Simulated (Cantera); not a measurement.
Mixture: 2.90 % CH4, 20.4 % O2, 76.7 % N2, at 1280 Torr, adiabatic and at constant volume. Ignition delay is the time to a rise of 400 K.

Model: GRI-Mech 3.0 (53 species, 325 reactions), integrated in Cantera.

Predict: delay at 1025 K; delay at 1125 K; delay at 1225 K; delay at 1325 K; apparent activation energy between 1275 and 1375 K.


```json
{
  "delay at 1025 K": "0.223 s",
  "delay at 1125 K": "44.4 ms",
  "delay at 1225 K": "10.6 ms",
  "delay at 1325 K": "3.03 ms",
  "apparent activation energy between 1275 and 1375 K": "170 kJ/mol"
}
```
